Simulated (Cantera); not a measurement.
Cantera run:

```python
import numpy as np
import cantera as ct

gas_names = """
    AL ALCL ALCL2 ALCL3 ALH AL2 AL2CL6 CL CL2 H HCL H2
""".split()
cond_names = """
    AL(cr) AL(L) ALCL3(s) ALCL3(L)
""".split()


# ... load() reads the species with a 1 bar reference pressure and builds the phases ...
atoms = {
    'Al': {'AL': 1},
    'HCl': {'H': 1, 'CL': 1},
    'H2': {'H': 2},
}
top_T = {}  # K; cautious upper limits of use, not melting points


# ... equilibrate(T, P, feed) seeds the gas with the atoms and calls Mixture.equilibrate('TP', solver="vcs", rtol=1e-11, max_steps=5000) ...
results = []
feed = {'Al': 1, 'HCl': 0.64, 'H2': 1.1}  # mol
P = 2000  # Pa
for T in [1425, 1500, 1575, 1650, 1725, 1800, 1875, 1950, 2025, 2100]:
    mix = equilibrate(T, P, feed)
    results.append((T, P, feed, dict(zip(mix.species_names, mix.species_moles))))

top = {s: max(r[3][s] / sum(r[3][g] for g in gas_names) for r in results) for s in gas_names}
cols = sorted((s for s in top if top[s] > 0.0001), key=lambda s: -top[s])[:6]
seen = [c for c in cond_names if any(r[3].get(c, 0) > 1e-12 for r in results)]
print("log10 of partial pressures in bar; condensed amounts in mol")
print(f"{'T/K':>10s}" + "".join(f"{s[:9]:>10s}" for s in cols + seen))
for T, P, feed, n in results:
    ng = sum(n[g] for g in gas_names)
    print(f"{T:10.4g}" + "".join(f"{np.log10(max(n[s] / ng * P / 1e5, 1e-99)):10.3f}" for s in cols)
          + "".join(f"{n.get(c, 0):10.4g}" for c in seen))
```

It prints:

```
log10 of partial pressures in bar; condensed amounts in mol
       T/K        H2      ALCL        AL         H       ALH     ALCL2     AL(L)
      1425    -1.860    -2.211    -5.444    -6.096    -6.159    -4.521    0.3635
      1500    -1.861    -2.209    -4.879    -5.685    -5.728    -4.797    0.3607
      1575    -1.862    -2.209    -4.369    -5.312    -5.339    -5.047    0.3565
      1650    -1.864    -2.210    -3.907    -4.974    -4.988    -5.277    0.3471
      1725    -1.869    -2.215    -3.485    -4.666    -4.670    -5.491    0.3242
      1800    -1.880    -2.226    -3.100    -4.386    -4.382    -5.699    0.2708
      1875    -1.906    -2.250    -2.747    -4.136    -4.127    -5.918    0.1483
      1950    -1.935    -2.277    -2.541    -3.908    -4.013    -6.011         0
      2025    -1.937    -2.279    -2.539    -3.684    -4.085    -5.860         0
      2100    -1.941    -2.281    -2.538    -3.477    -4.153    -5.721         0
```

Cantera equilibrium calculation (NASA polynomials, part measured and part estimated; ideal gas, pure solids and liquids). The tables' values for AlCl2 are old estimates; treat these amounts as uncertain.
